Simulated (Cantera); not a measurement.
What does this Cantera script print?

```python
import numpy as np
import cantera as ct

gas = ct.Solution("gri30.yaml", transport_model="mixture-averaged")
show = ['NH3', 'O', 'H2O']

rows = []
print(f"{'T/K':>7s}{'rho':>11s}{'cp':>10s}{'mu':>11s}{'lambda':>11s}{'Pr':>7s}" + "".join(f"{'D_' + s:>11s}" for s in show))
for T in [400, 600, 800, 1000, 1200, 1400, 1600]:
    gas.TPX = T, 970000, {'C2H4': 0.42, 'NH3': 0.3, 'H2': 0.24}
    Pr = gas.cp_mass * gas.viscosity / gas.thermal_conductivity
    D = [gas.mix_diff_coeffs_mole[gas.species_index(s)] for s in show]
    rows.append([gas.density, gas.cp_mass, gas.viscosity, gas.thermal_conductivity, Pr, *D])
    print(f"{T:7g}{gas.density:11.4e}{gas.cp_mass:10.1f}{gas.viscosity:11.4e}"
          f"{gas.thermal_conductivity:11.4e}{Pr:7.3f}" + "".join(f"{d:11.4e}" for d in D))
print("SI units: kg/m3, J/kg/K, Pa s, W/m/K, m2/s")
```

Output:

```
    T/K        rho        cp         mu     lambda     Pr      D_NH3        D_O      D_H2O
    400 5.2790e+00    2344.2 1.3868e-05 6.6561e-02  0.488 4.0903e-06 6.1420e-06 4.0470e-06
    600 3.5193e+00    2901.5 2.0013e-05 1.0633e-01  0.546 8.8852e-06 1.2550e-05 9.0021e-06
    800 2.6395e+00    3322.0 2.5475e-05 1.4738e-01  0.574 1.5092e-05 2.0579e-05 1.5570e-05
   1000 2.1116e+00    3667.1 3.0402e-05 1.8836e-01  0.592 2.2520e-05 3.0050e-05 2.3541e-05
   1200 1.7597e+00    3938.7 3.4912e-05 2.2860e-01  0.602 3.1042e-05 4.0844e-05 3.2770e-05
   1400 1.5083e+00    4159.1 3.9093e-05 2.6775e-01  0.607 4.0571e-05 5.2874e-05 4.3151e-05
   1600 1.3197e+00    4337.0 4.3011e-05 3.0564e-01  0.610 5.1040e-05 6.6075e-05 5.4604e-05
SI units: kg/m3, J/kg/K, Pa s, W/m/K, m2/s
```

Model: GRI-Mech 3.0 (53 species, 325 reactions), integrated in Cantera. Polar gases are described roughly by these parameters. The composition is frozen, though it would react at the higher temperatures.
